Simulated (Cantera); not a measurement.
## B2O3 + NF3 (oxide etching and cleaning by halides)

Feed: 1 mol B2O3, 0.79 mol NF3, equilibrated at 1.33 mbar.

Method: chemical equilibrium by Gibbs-energy minimisation in Cantera with the NASA 1993 tables (ideal gas, pure condensed phases). Candidate condensed phases: B, BN, B2O3; 31 gas species. The tables' values for BF2 are old estimates; treat these amounts as uncertain. Equilibrium is a limit: real reactors are often held back by kinetics, nucleation or transport.

```
T (K)  log p BOF  log p O2  log p N2  log p BF3
-----  ---------  --------  --------  ---------
1748       -3.09     -3.58     -3.76      -4.08
1773       -3.09     -3.58     -3.76      -4.08
1798       -3.09     -3.58     -3.76      -4.08
1823       -3.09     -3.58     -3.76      -4.09
1848       -3.09     -3.58     -3.76      -4.09
1873       -3.09     -3.58     -3.76      -4.09
1898       -3.09     -3.59     -3.76      -4.09
1923       -3.09     -3.59     -3.76      -4.09
1948       -3.09     -3.59     -3.76      -4.09
```
log p: log10 of the partial pressure in bar; nothing condenses.

From 1748 K to 1948 K nothing is condensed. The main B-bearing gas is BOF throughout.
